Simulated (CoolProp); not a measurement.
Properties of C3F8 (R218) along the isotherm 96.65 °C (Tc = 71.9 °C, pc = 2.640 MPa, ω = 0.317).

Computed with CoolProp (reference Helmholtz-energy equation of state, Lemmon 2006). It is a short technical equation, of lower accuracy than the large ones.

| p (MPa) | phase | cp (kJ/(kg K)) | fugacity coefficient |
|---|---|---|---|
| 0.733 | gas | 0.9217 | 0.9297 |
| 1.47 | gas | 0.9742 | 0.8596 |
| 2.2 | gas | 1.072 | 0.7904 |
| 2.93 | supercritical | 1.291 | 0.7211 |
| 3.67 | supercritical | 1.838 | 0.6509 |
| 4.4 | supercritical | 1.929 | 0.5855 |
| 5.13 | supercritical | 1.603 | 0.5316 |
| 5.87 | supercritical | 1.446 | 0.4889 |
| 6.6 | supercritical | 1.364 | 0.4559 |

The peak of cp marks the crossing from liquid-like to gas-like fluid above the critical point.
